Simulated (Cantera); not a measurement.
An adiabatic, constant-volume homogeneous reactor starts with CH4 : O2 : N2 : H2O = 1 : 2.82 : 10.6 : 0.54 (molar parts), at 1050 K and 0.480 bar. Integrator tolerance rtol = 1e-08.

Cantera simulation using GRI-Mech 3.0 (53 species, 325 reactions); the numbers are that mechanism's predictions, not measurements.

### Question
What does this change do: initial temperature 1050 to 1400 K?

### Answer
```json
[
 {"quantity": "time of steepest temperature rise", "before": "0.822 s", "after": "5.37 ms"},
 {"quantity": "temperature at 2.00 s", "before": "2516 K", "after": "2645 K"},
 {"quantity": "equilibrium temperature", "before": "2516 K", "after": "2645 K"},
 {"quantity": "x(CH4) at 2.00 s", "before": "<1e-12 (gas-phase equilibrium <1e-12)", "after": "<1e-12 (gas-phase equilibrium <1e-12)"},
 {"quantity": "x(O2) at 2.00 s", "before": "0.0509 (gas-phase equilibrium 0.0509)", "after": "0.0519 (gas-phase equilibrium 0.0519)"},
 {"quantity": "x(H2O) at 2.00 s", "before": "0.156 (gas-phase equilibrium 0.156)", "after": "0.146 (gas-phase equilibrium 0.146)"},
 {"quantity": "x(HCN) at 2.00 s", "before": "3.25e-11 (gas-phase equilibrium 3.25e-11)", "after": "1.25e-10 (gas-phase equilibrium 1.25e-10)"},
 {"quantity": "x(H) at 2.00 s", "before": "0.00162 (gas-phase equilibrium 0.00162)", "after": "0.00422 (gas-phase equilibrium 0.00422)"},
 {"quantity": "x(CH2) at 2.00 s", "before": "<1e-12 (gas-phase equilibrium <1e-12)", "after": "<1e-12 (gas-phase equilibrium <1e-12)"}
]
```

### Question
What does this change do: constant pressure in place of constant volume?

### Answer
```
quantity                                                              before                                      after
---------------------------------  -----------------------------------------  -----------------------------------------
time of steepest temperature rise                                    0.822 s                                    0.844 s
temperature at 2.00 s                                                 2516 K                                     2304 K
equilibrium temperature                                               2516 K                                     2304 K
x(CH4) at 2.00 s                       <1e-12 (gas-phase equilibrium <1e-12)      <1e-12 (gas-phase equilibrium <1e-12)
x(O2) at 2.00 s                        0.0509 (gas-phase equilibrium 0.0509)      0.0515 (gas-phase equilibrium 0.0515)
x(H2O) at 2.00 s                         0.156 (gas-phase equilibrium 0.156)        0.162 (gas-phase equilibrium 0.162)
x(HCN) at 2.00 s                   3.25e-11 (gas-phase equilibrium 3.25e-11)  2.56e-12 (gas-phase equilibrium 2.56e-12)
x(H) at 2.00 s                       0.00162 (gas-phase equilibrium 0.00162)  0.000676 (gas-phase equilibrium 0.000676)
x(CH2) at 2.00 s                       <1e-12 (gas-phase equilibrium <1e-12)      <1e-12 (gas-phase equilibrium <1e-12)
```
